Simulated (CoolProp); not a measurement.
Vapour-liquid equilibrium of R114 (1) + benzene (2) at 219 kPa; x and y are mole fractions of (1).

The numbers come from the multi-fluid Helmholtz-energy mixture model, Platzer 1990 and Thol 2012; pair parameters Bell 2016 in CoolProp. This equation is an older, rougher fit; its heat capacities, sound speeds and derivatives of the liquid may be far off and weren't checked against measurements.

```tsv
x	bubble temperature (K)	y at the bubble point	dew temperature at overall composition x (K)	liquid density (mol/L)
0.05	357.4	0.484	378.6	10.19
0.2	326.3	?	372.2	10.19
0.35	316.1	?	365.0	9.898
0.5	311.1	?	356.4	9.555
0.65	307.4	0.944	345.6	9.211
0.8	303.9	0.965	?	8.886
0.95	?	?	?	?
```

Fill in the missing entries.


- 0.2, y at the bubble point: 0.833
- 0.35, y at the bubble point: 0.897
- 0.5, y at the bubble point: 0.924
- 0.8, dew temperature at overall composition x (K): 330.6
- 0.95, bubble temperature (K): 300.1
- 0.95, y at the bubble point: 0.990
- 0.95, dew temperature at overall composition x (K): 306.4
- 0.95, liquid density (mol/L): 8.590

No azeotrope shows between x = 0.05 and 0.95.

The pair parameters rest on a limited set of measurements; away from them the model extrapolates. With so large a gap from Raoult's law the liquid may split in two, which this calculation doesn't test in full.
